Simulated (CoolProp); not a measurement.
Vapour-liquid equilibrium of dimethyl ether (1) + chloromethane (R40) (2) at 1.49 MPa; x and y are mole fractions of (1).

The numbers come from the multi-fluid Helmholtz-energy mixture model, Wu 2011 and Thol 2014; pair parameters Bell 2016 in CoolProp.

Give the bubble temperature and the first vapour's composition at x = 0.5, 0.875, 0.95. Is there an azeotrope?

x = 0.5: 336.7 K, y = 0.502; x = 0.875: 335.3 K, y = 0.887; x = 0.95: 334.8 K, y = 0.956. y crosses x between x = 0.425 and 0.5: the model has an azeotrope there.

Pair parameters are fitted to limited data, so mixtures are less certain than the pure fluids.
